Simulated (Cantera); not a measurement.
# Moist CO burnout

An isothermal, constant-pressure homogeneous reactor starts with 0.540 % CO, 2.90 % O₂, 0.0492 % H₂O, 96.5 % N₂, at 950 K and 1050 Torr.

Computed with Cantera and GRI-Mech 3.0 (53 species, 325 reactions).

```
t (s)        x CO    x O₂     x H₂O     x N₂O    x H₂O₂       x O      x NO
--------  -------  ------  --------  --------  --------  --------  --------
1.00e-6   0.00540  0.0290  0.000492    <1e-12    <1e-12    <1e-12    <1e-12
3.16e-6   0.00540  0.0290  0.000492    <1e-12    <1e-12    <1e-12    <1e-12
1.00e-5   0.00540  0.0290  0.000492    <1e-12    <1e-12    <1e-12    <1e-12
3.16e-5   0.00540  0.0290  0.000492    <1e-12    <1e-12  2.21e-12    <1e-12
0.000100  0.00540  0.0290  0.000492    <1e-12    <1e-12  6.93e-12    <1e-12
0.000316  0.00540  0.0290  0.000492    <1e-12    <1e-12  2.15e-11    <1e-12
0.00100   0.00540  0.0290  0.000492    <1e-12    <1e-12  6.44e-11    <1e-12
0.00316   0.00540  0.0290  0.000492    <1e-12    <1e-12  1.72e-10    <1e-12
0.0100    0.00540  0.0290  0.000492    <1e-12    <1e-12  3.44e-10    <1e-12
0.0316    0.00540  0.0290  0.000492  1.91e-12    <1e-12  4.48e-10    <1e-12
0.100     0.00540  0.0290  0.000492  7.86e-12    <1e-12  5.66e-10    <1e-12
0.316     0.00540  0.0290  0.000492  3.87e-11  1.56e-11   1.16e-9    <1e-12
1.00      0.00540  0.0290  0.000492  5.02e-10   2.33e-9   8.73e-9    <1e-12
3.16      0.00528  0.0289  0.000492   1.17e-8   8.16e-8   3.99e-8    <1e-12
10.0      0.00470  0.0286  0.000491   5.90e-8   9.28e-8   4.10e-8  9.14e-12
```
x: mole fraction; the columns are a selection and need not sum to one.

Equilibrium at this temperature and pressure: CO <1e-12, O₂ 0.0263, H₂O 0.000494, N₂O 7.87e-10, H₂O₂ <1e-12, O 4.39e-12, NO 6.92e-6 (gas phase only).
